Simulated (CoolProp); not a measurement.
Values from CoolProp's reference Helmholtz-energy equation of state, de Reuck 1993.

**Question.** For methanol, give the phase and the density (kg/m³), isothermal compressibility (1/MPa), fugacity coefficient at 194.7 K and 0.276 MPa.

**Answer.** 
- 194.7 K and 0.276 MPa: liquid; density 886, isothermal compressibility 0.000629, fugacity coefficient 1.13e-5
